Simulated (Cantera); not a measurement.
**Adiabatic ignition**

An adiabatic, constant-volume homogeneous reactor starts with C3H8 : O2 : N2 = 1 : 5.21 : 19.6 (molar parts), equivalence ratio 0.96, at 1650 K and 0.200 bar.

Computed with Cantera and GRI-Mech 3.0 (53 species, 325 reactions). GRI-Mech 3.0 was tuned for natural gas; its chemistry of propane as a main component is partial and can be far from experiment.

```tsv
t (s)	T (K)	P (bar)	x C3H8	x O2	x HO2	x OH	x O
1.00e-6	1648	0.200	0.0385	0.202	7.33e-6	1.83e-6	1.15e-6
2.49e-6	1644	0.199	0.0381	0.202	3.79e-5	1.40e-5	5.78e-6
6.22e-6	1635	0.199	0.0369	0.201	0.000145	5.47e-5	1.27e-5
1.55e-5	1618	0.198	0.0333	0.199	0.000244	0.000144	2.10e-5
3.87e-5	1617	0.200	0.0225	0.191	0.000296	0.000300	5.18e-5
9.65e-5	2615	0.359	<1e-12	0.0443	3.81e-6	0.0260	0.0204
0.000241	2677	0.366	<1e-12	0.0375	3.86e-6	0.0276	0.0216
0.000601	2755	0.375	<1e-12	0.0360	4.89e-6	0.0276	0.0192
0.00150	2804	0.380	<1e-12	0.0338	5.60e-6	0.0271	0.0171
0.00374	2804	0.379	<1e-12	0.0319	5.42e-6	0.0265	0.0162
0.00932	2803	0.379	<1e-12	0.0313	5.35e-6	0.0262	0.0159
0.0233	2803	0.379	<1e-12	0.0313	5.35e-6	0.0262	0.0159
0.0580	2803	0.379	<1e-12	0.0313	5.35e-6	0.0262	0.0159
0.145	2803	0.379	<1e-12	0.0313	5.35e-6	0.0262	0.0159
0.361	2803	0.379	<1e-12	0.0313	5.35e-6	0.0262	0.0159
0.900	2803	0.379	<1e-12	0.0313	5.35e-6	0.0262	0.0159
```
x: mole fraction; the columns are a selection and need not sum to one.

```json
{
  "time_of_steepest_temperature_rise": "85.6 µs",
  "temperature at 0.900 s": "2803 K",
  "equilibrium_temperature": "2803 K",
  "x(C3H8) at 0.900 s": "<1e-12 (gas-phase equilibrium <1e-12)",
  "x(O2) at 0.900 s": "0.0313 (gas-phase equilibrium 0.0313)",
  "x(HO2) at 0.900 s": "5.35e-6 (gas-phase equilibrium 5.35e-6)"
}
```
